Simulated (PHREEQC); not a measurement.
Polishing slurry liquid (model solution)

A solution holds 0.0049 mol H2SO4, 0.00015 mol K2SO4 and 0.00016 mol CuSO4 per kg of water, at 65 °C. Closed to the air; pH follows from the charge balance.

Computed with PHREEQC (ion-association model, wateq4f.dat).

Precipitation was switched off in this run.

Problem. Predict the pH, ionic strength.

Solution. pH 2.20; ionic strength 0.0100 mol/kgw.

Problem. In which forms is Cu present?

Solution. Cu+2 79 %, CuSO4 21 % of the Cu.

Complexes and solids missing from the database can't appear. At this temperature some constants are extrapolated from 25 °C, and those without enthalpy data are left unchanged.
